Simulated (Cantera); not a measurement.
A jet of CH4 : O2 : N2 = 0.028 : 0.09 : 0.79 (molar parts), equivalence ratio 0.62 at 300 K and 0.296 atm hits a platinum plate 9.7 cm away at a mass flux of 0.085 kg/m²/s; the plate temperature is set and raised in steps from an oxygen-covered start.

Model: Deutschmann's 1995 Pt surface mechanism with GRI-Mech 3.0 gas chemistry, integrated in Cantera. Catalytic surfaces can have several steady states; this one follows from the mechanism file's or the stated starting coverage.

x: mole fraction at the wall; θ: surface coverage.

```
plate T (K)  wall x CH4  wall x O2  wall x H2O  wall x OH  wall x CO  wall x CO2  θ free Pt   θ O*    θ OH*
-----------  ----------  ---------  ----------  ---------  ---------  ----------  ---------  -----  -------
850              0.0203     0.0767      0.0198      <1e-8    4.95e-6      0.0129      0.110  0.888  0.00200
900                 [?]        [?]         [?]        [?]        [?]         [?]        [?]  0.826  0.00251
950             0.00774     0.0501      0.0430    6.75e-8    3.83e-6      0.0282      0.241  0.756  0.00263
1000            0.00493     0.0442      0.0481    1.76e-7    3.32e-6      0.0316      0.312  0.685  0.00250
1050            0.00337     0.0410      0.0508    4.08e-7    3.01e-6      0.0335      0.382  0.616  0.00228
1100                [?]     0.0391      0.0524        [?]    2.88e-6      0.0345        [?]    [?]      [?]
```

### Question
What belongs in the gaps?

### Answer

- 900, wall x CH4: 0.0128
- 900, wall x O2: 0.0608
- 900, wall x H2O: 0.0337
- 900, wall x OH: 2.35e-8
- 900, wall x CO: 4.53e-6
- 900, wall x CO2: 0.0221
- 900, θ free Pt: 0.172
- 1100, wall x CH4: 0.00245
- 1100, wall x OH: 8.70e-7
- 1100, θ free Pt: 0.450
- 1100, θ O*: 0.548
- 1100, θ OH*: 0.00204
